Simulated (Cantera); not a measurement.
A jet of 1.26 % CH4, 7.93 % O2, 90.8 % N2 at 300 K and 0.286 atm hits a platinum plate 4.6 cm away at a mass flux of 0.035 kg/m²/s; the plate temperature is set and raised in steps from an oxygen-covered start.

Detailed kinetics in Cantera: Deutschmann's 1995 Pt surface mechanism with GRI-Mech 3.0 gas chemistry. Catalytic surfaces can have several steady states; this one follows from the mechanism file's or the stated starting coverage.

x: mole fraction at the wall; θ: surface coverage.

| plate T (K) | wall x CH4 | wall x O2 | wall x H2O | wall x OH | wall x CO | wall x CO2 | θ free Pt | θ O* | θ OH* |
|---|---|---|---|---|---|---|---|---|---|
| 850 | 0.00811 | 0.0697 | 0.00849 | <1e-8 | 2.00e-6 | 0.00552 | 0.113 | 0.886 | 0.00131 |
| 900 | 0.00533 | 0.0638 | 0.0136 | 1.54e-8 | 1.87e-6 | 0.00889 | 0.169 | 0.829 | 0.00156 |
| 950 | 0.00338 | 0.0597 | 0.0172 | 4.60e-8 | 1.63e-6 | 0.0112 | 0.232 | 0.766 | 0.00161 |
| 1000 | ? | 0.0573 | 0.0193 | ? | ? | 0.0126 | ? | ? | 0.00154 |
| 1050 | 0.00154 | 0.0559 | 0.0206 | 2.78e-7 | 1.31e-6 | 0.0134 | 0.363 | 0.636 | 0.00141 |
| 1100 | 0.00112 | 0.0550 | 0.0213 | 5.95e-7 | 1.25e-6 | 0.0139 | 0.428 | 0.571 | 0.00127 |
| 1150 | 0.000743 | 0.0545 | 0.0218 | 1.21e-6 | 1.89e-6 | 0.0141 | 0.491 | 0.508 | 0.00113 |
| 1200 | ? | 0.0540 | 0.0223 | ? | ? | 0.0143 | ? | ? | ? |

### Question
Fill in the missing entries.

### Answer

- 1000, wall x CH4: 0.00222
- 1000, wall x OH: 1.19e-7
- 1000, wall x CO: 1.44e-6
- 1000, θ free Pt: 0.297
- 1000, θ O*: 0.701
- 1200, wall x CH4: 0.000491
- 1200, wall x OH: 2.26e-6
- 1200, wall x CO: 2.42e-6
- 1200, θ free Pt: 0.551
- 1200, θ O*: 0.448
- 1200, θ OH*: 0.000998
